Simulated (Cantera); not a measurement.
An isothermal plug-flow reactor at 925 K and 100000 Pa (inlet), inlet velocity 0.44 m/s, active area per volume 220 1/m; feed CO : O2 : N2 = 0.0069 : 0.049 : 0.79 (molar parts).

Computed with Cantera and Deutschmann's 1995 Pt surface mechanism with GRI-Mech 3.0 gas chemistry. Catalytic surfaces can have several steady states; this one follows from the mechanism file's or the stated starting coverage. Mass transfer to the wall is taken as infinitely fast.

x: gas mole fraction; θ: surface coverage.

| z (m) | x CO | x O2 | x H2O | x CO2 | θ free Pt | θ O* |
|---|---|---|---|---|---|---|
| 0.00013 | ? | 0.0547 | <1e-12 | 0.00678 | 0.177 | 0.822 |
| 0.00028 | ? | 0.0544 | <1e-12 | 0.00749 | 0.160 | 0.839 |
| 0.00059 | ? | 0.0542 | <1e-12 | 0.00799 | 0.152 | 0.848 |
| 0.0013 | ? | 0.0541 | <1e-12 | 0.00818 | 0.149 | 0.851 |
| 0.0028 | ? | 0.0541 | <1e-12 | 0.00819 | 0.149 | 0.851 |
| 0.0059 | <1e-12 | 0.0541 | <1e-12 | 0.00819 | 0.149 | 0.851 |
| 0.013 | <1e-12 | 0.0541 | <1e-12 | 0.00819 | 0.149 | 0.851 |

What belongs in the gaps?


- 0.00013, x CO: 0.00141
- 0.00028, x CO: 0.000699
- 0.00059, x CO: 0.000201
- 0.0013, x CO: 1.40e-5
- 0.0028, x CO: 5.42e-8
